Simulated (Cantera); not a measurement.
Feed: 1 mol AlN, 1.7 mol H2O, equilibrated at 1150 °C and 1.00 bar.

Cantera equilibrium calculation (NASA polynomials, part measured and part estimated; ideal gas, pure solids and liquids). Candidate condensed phases: Al, AlN, Al2O3, H2O; 35 gas species. Gases not in the tables: Al(OH)3. Equilibrium is a limit: real reactors are often held back by kinetics, nucleation or transport.

Base state: H2 0.682, N2 0.227, H2O 0.0909, NH3 2.12e-5 (mole fractions); condensed: Al2O3(s).

What changes in the equilibrium state with this change: 0.93 mol CO2 added?


| species | before | after |
|---|---|---|
| H2 | 0.682 | 0.273 |
| H2O | 0.0909 | 0.271 |
| CO | 0 | 0.207 |
| CO2 | 0 | 0.0905 |
| N2 | 0.227 | 0.160 |
| NH3 | 2.12e-5 | 4.50e-6 |
| Al2O3(s), mol | 0.500 | 0.500 |
Further candidate phases: C, C6H6, C7H8, C8H18.

What changes in the equilibrium state with this change: temperature from 1150 °C to 1750 °C?


```tsv
species	before	after
H2	0.682	0.680
N2	0.227	0.227
H2O	0.0909	0.0908
H	5.50e-6	0.00157
OH	1.59e-8	2.18e-5
NH3	2.12e-5	5.17e-6
Al2O3(s), mol	0.500	0.500
```

What changes in the equilibrium state with this change: AlN replaced by BN?


```json
[
 {"species": "H2", "before": "0.682", "after": "0.681"},
 {"species": "N2", "before": "0.227", "after": "0.227"},
 {"species": "H2O", "before": "0.0909", "after": "0.0888"},
 {"species": "HBO2", "before": "0", "after": "0.00352"},
 {"species": "(HBO2)3", "before": "0", "after": "0.000150"},
 {"species": "NH3", "before": "2.12e-5", "after": "2.11e-5"},
 {"species": "Al2O3(s), mol", "before": "0.500", "after": "0"},
 {"species": "B2O3(l), mol", "before": "0", "after": "0.496"}
]
```
Gases not in the tables: H3BO3. Further candidate phases: B, BN, B2O3, B3O3H3.
